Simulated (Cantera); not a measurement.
# Thermodynamics of aluminium nitride and oxide growth, feed AlI3 + N2O + H2

Feed: 1 mol AlI3, a varied amount of N2O, 16 mol H2, equilibrated at 800 K and 0.133 bar.

Equilibrium computed with Cantera from the NASA thermochemical tables; the gas is ideal and each condensed phase is pure. Candidate condensed phases: Al, AlI3, AlN, Al2O3, H2O, I2; 41 gas species. The numbers say what is thermodynamically allowed, not how fast it happens.

```csv
n(N2O) (mol),x N2,x H2,x H2O,x HI,x O2,x I2,n Al2O3(s)
4.4,0.201,0.531,0.132,0.135,<1e-12,0.000796,0.500
7.5,0.300,0.341,0.240,0.118,<1e-12,0.000940,0.500
11,0.386,0.177,0.333,0.102,<1e-12,0.00136,0.500
14,0.444,0.0666,0.397,0.0889,<1e-12,0.00275,0.500
17,0.492,0.000628,0.449,0.0277,<1e-12,0.0283,0.500
20,0.515,<1e-12,0.412,7.23e-7,0.0322,0.0372,0.500
23,0.531,<1e-12,0.369,5.46e-7,0.0635,0.0333,0.500
26,0.544,<1e-12,0.335,4.54e-7,0.0889,0.0301,0.500
29,0.554,<1e-12,0.306,3.94e-7,0.110,0.0274,0.500
33,0.566,<1e-12,0.274,3.36e-7,0.133,0.0245,0.500
```
x: gas mole fraction; n: condensed amount in mol.

From 4.4 mol N2O to 33 mol N2O the condensed part is Al2O3(s).
